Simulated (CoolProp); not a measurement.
Vapour-liquid equilibrium of benzene (1) + n-heptane (2) at 0.0498 MPa; x and y are mole fractions of (1).

Computed with CoolProp (multi-fluid Helmholtz-energy mixture model, Thol 2012 and Span 2003; pair parameters Bell 2016).

Problem. Give the bubble temperature and the first vapour's composition at x = 0.125, 0.725, 0.875. Is there an azeotrope?

Solution. x = 0.125: 344.5 K, y = 0.248; x = 0.725: 333.3 K, y = 0.803; x = 0.875: 332.3 K, y = 0.900. No azeotrope shows between x = 0.05 and 0.95.

The pair parameters rest on a limited set of measurements; away from them the model extrapolates.
